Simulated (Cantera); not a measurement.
**Equilibrium for chemical vapour transport: Si + Br2 + N2**

Charge: 1 mol Si, 0.02 mol Br2, 4 mol N2, held at 0.340 bar.

Cantera equilibrium calculation (NASA polynomials, part measured and part estimated; ideal gas, pure solids and liquids). Candidate condensed phases: Br2, Si, Si3N4; 13 gas species. N2 is the only nitrogen source here; it is nearly inert below about 1500 K, so the nitride shown seldom forms there in practice. The tables' values for SiBr3, SiBr are old estimates; treat these amounts as uncertain. Kinetics and transport are ignored.

```
T (K)   x N2   x SiBr2      x Br   x SiBr4   x SiBr3    x SiBr    x Br2  n Si3N4(s)
-----  -----  --------  --------  --------  --------  --------  -------  ----------
1223   0.997   2.37e-5  0.000126   0.00291   3.38e-5  8.47e-12  2.20e-6       0.330
1273   0.997   6.69e-5  0.000228   0.00284   6.35e-5  6.24e-11  3.36e-6       0.330
1323   0.997  0.000172  0.000392   0.00271  0.000111  3.92e-10  4.90e-6       0.330
1373   0.996  0.000402  0.000641   0.00248  0.000181   2.12e-9  6.81e-6       0.330
1423   0.996  0.000849  0.000992   0.00210  0.000267   9.99e-9  8.86e-6       0.330
1473   0.995   0.00158   0.00144   0.00156  0.000345   4.07e-8  1.06e-5       0.329
1523   0.994   0.00253   0.00193  0.000947  0.000370   1.43e-7  1.11e-5       0.329
1573   0.993   0.00339   0.00236  0.000444  0.000318   4.30e-7  1.01e-5       0.329
1623   0.993   0.00391   0.00268  0.000169  0.000227   1.13e-6  8.14e-6       0.328
1673   0.993   0.00414   0.00291   5.82e-5  0.000147   2.70e-6  6.15e-6       0.328
1723   0.993   0.00421   0.00308   1.99e-5   9.28e-5   6.00e-6  4.55e-6       0.328
1773   0.992   0.00421   0.00324   7.01e-6   5.86e-5   1.26e-5  3.38e-6       0.329
```
x: gas mole fraction; n: condensed amount in mol.

From 1223 K to 1773 K the condensed part is Si3N4(s). The main Si-bearing gas is SiBr4 at 1223 K and SiBr2 at 1773 K.
